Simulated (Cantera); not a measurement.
Standard-state values (1 bar) from the NASA 1993 polynomials, evaluated with Cantera. Values are per mole of reaction as written; species without (g) are pure solids or liquids, kept so even where they would boil at 1 bar.

10 H₂O(g) + P₄(g) ⇌ P₄O₁₀ + 10 H₂(g)

```
T (K)  ΔH° (kJ)  ΔS° (J/K)  ΔG° (kJ)  log10 K
-----  --------  ---------  --------  -------
300         ___        ___       ___      ___
373      -642.2     -607.5    -415.6    58.20
398      -638.9     -598.9    -400.5    52.57
423      -635.4     -590.4    -385.7    47.62
448         ___        ___       ___      ___
473      -627.8     -573.5    -356.6    39.38
498      -623.8     -565.2    -342.3    35.91
523      -619.6     -557.0    -328.3    32.79
548      -615.3     -549.0    -314.5    29.98
573      -610.8     -541.0    -300.9    27.43
```

Task: Fill in the missing entries.

Result: 
- 300, ΔH° (kJ): -650.5
- 300, ΔS° (J/K): -632.1
- 300, ΔG° (kJ): -460.9
- 300, log10 K: 80.24
- 448, ΔH° (kJ): -631.7
- 448, ΔS° (J/K): -581.9
- 448, ΔG° (kJ): -371.0
- 448, log10 K: 43.26
